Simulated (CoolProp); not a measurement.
A single-stage vapour-compression cycle with R1132(E): evaporating at 264.15 K (dew point), condensing at 329.15 K (bubble point), superheat 5 K, subcooling 0 K, compressor efficiency 0.9, no pressure losses. Each further row changes one setting.

The numbers come from the reference Helmholtz-energy equation of state, Akasaka 2024 in CoolProp.

```tsv
case	cooling COP	pressure ratio	discharge temperature (K)	refrigerating effect (kJ/kg)	volumetric capacity (kJ/m³)
as stated	2.20	5.63	363.3	141	2770
evaporating temperature 269.15 K	2.50	4.78	360.5	(withheld)	3310
condensing temperature 324.15 K	(withheld)	5.05	(withheld)	(withheld)	3000
subcooling 5 K	2.40	5.63	363.3	154	3020
superheat 15 K	2.24	5.63	(withheld)	(withheld)	2820
compressor efficiency 0.8	(withheld)	5.63	(withheld)	141	2770
```

### Question
Fill in the missing entries.

### Answer

- evaporating temperature 269.15 K, refrigerating effect (kJ/kg): 144
- condensing temperature 324.15 K, cooling COP: 2.56
- condensing temperature 324.15 K, discharge temperature (K): 356.4
- condensing temperature 324.15 K, refrigerating effect (kJ/kg): 153
- superheat 15 K, discharge temperature (K): 373.3
- superheat 15 K, refrigerating effect (kJ/kg): 152
- compressor efficiency 0.8, cooling COP: 1.96
- compressor efficiency 0.8, discharge temperature (K): 368.9
